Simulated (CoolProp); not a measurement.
Vapour-liquid equilibrium of 1-butene (1) + acetone (2) at 0.0208 MPa; x and y are mole fractions of (1).

Values from CoolProp's multi-fluid Helmholtz-energy mixture model, Lemmon 2005 and Lemmon 2006; pair parameters Bell 2016.

Task: Give the bubble temperature and the first vapour's composition at x = 0.05, 0.125, 0.65. Is there an azeotrope?

Result: x = 0.05: 264.6 K, y = 0.732; x = 0.125: 248.4 K, y = 0.907; x = 0.65: 235.0 K, y = 0.970. No azeotrope shows between x = 0.05 and 0.95.

The pair parameters rest on a limited set of measurements; away from them the model extrapolates. With so large a gap from Raoult's law the liquid may split in two, which this calculation doesn't test in full.
